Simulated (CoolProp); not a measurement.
Vapour pressure (kPa) of n-undecane: the reference equation beside estimates from Tc = 638.8 K, pc = 1990 kPa, ω = 0.539.

Computed with CoolProp (reference Helmholtz-energy equation of state, Aleksandrov 2011). It is a short technical equation, of lower accuracy than the large ones.

| T (K) | reference | Lee-Kesler | Redlich-Kwong | Soave-Redlich-Kwong |
|---|---|---|---|---|
| 468.9 | 101.2 | 102.1 | 256.6 | 102.3 |
| 475.2 | 117.9 | 119.1 | 285.0 | 119.4 |
| 481.6 | 136.9 | 138.6 | 316.0 | 139.0 |
| 487.9 | 157.8 | 160.0 | 348.7 | 160.7 |
| 494.2 | 181.2 | 184.0 | 383.8 | 185.0 |
| 500.6 | 207.7 | 211.1 | 421.9 | 212.5 |
| 506.9 | 236.6 | 240.7 | 461.9 | 242.6 |
| 513.2 | 268.5 | 273.4 | 504.4 | 275.9 |
| 519.6 | 304.2 | 310.0 | 550.3 | 313.2 |

Absolute difference from the reference over all 9 rows, mean and median: Lee-Kesler 1.5 and 1.5 %, Redlich-Kwong 114.0 and 111.8 %, Soave-Redlich-Kwong 2.0 and 2.1 %.
